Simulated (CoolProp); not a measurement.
Properties of acetone along the isotherm 22.45 °C (Tc = 235.0 °C, pc = 46.92 bar, ω = 0.307).

Model: reference Helmholtz-energy equation of state, Lemmon 2006, in CoolProp. It is a short technical equation, of lower accuracy than the large ones.

```tsv
p (bar)	phase	Z	cp (kJ/(kg K))	speed of sound (m/s)
1.56	liquid	0.004681	2.137	1176
3.13	liquid	(withheld)	2.136	(withheld)
4.69	liquid	(withheld)	2.136	1178
6.26	liquid	0.01877	2.136	1180
7.82	liquid	0.02344	2.135	1181
9.38	liquid	(withheld)	2.135	1182
10.9	liquid	0.03267	2.135	1183
12.5	liquid	0.03745	2.134	1184
14.1	liquid	0.04224	2.134	1185
15.6	liquid	0.04672	2.133	(withheld)
17.2	liquid	0.05151	2.133	1187
18.8	liquid	0.05629	2.133	1188
20.3	liquid	0.06076	2.132	1189
21.9	liquid	(withheld)	2.132	1190
23.5	liquid	0.07032	2.132	1191
```

Task: Fill in the missing entries.

Result: 
- 3.13, Z: 0.009389
- 3.13, speed of sound (m/s): 1177
- 4.69, Z: 0.01407
- 9.38, Z: 0.02812
- 15.6, speed of sound (m/s): 1186
- 21.9, Z: 0.06554
